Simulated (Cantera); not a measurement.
Feed: 1 mol TEOS, 2.9 mol N2O, 7.6 mol N2, held at 923.15 K and 120 Pa.

These are equilibrium values from Cantera (NASA tables, ideal gas, pure condensed phases), not measurements of a reactor. Candidate condensed phases: C, C6H6, C7H8, C8H18, H2O, Si, SiC, SiO2, Si2N2O, Si3N4; 151 gas species. The feed counts by its element totals alone. Rates play no part.

Q: What is the equilibrium state?

A: 
| Property | Value |
|---|---|
| x(N2) | 0.414 |
| x(H2) | 0.394 |
| x(CO) | 0.193 |
| x(H2O) | 0.000140 |
| x(CO2) | 0.000140 |
| x(CH4) | 4.32e-5 |
| n(C(graphite)) | 3.11 mol |
| n(SiO2(β-quartz)) | 1.00 mol |
| gas amount | 25.39 mol |
| log10 activity of Si(s) (absent) | -12.91 |
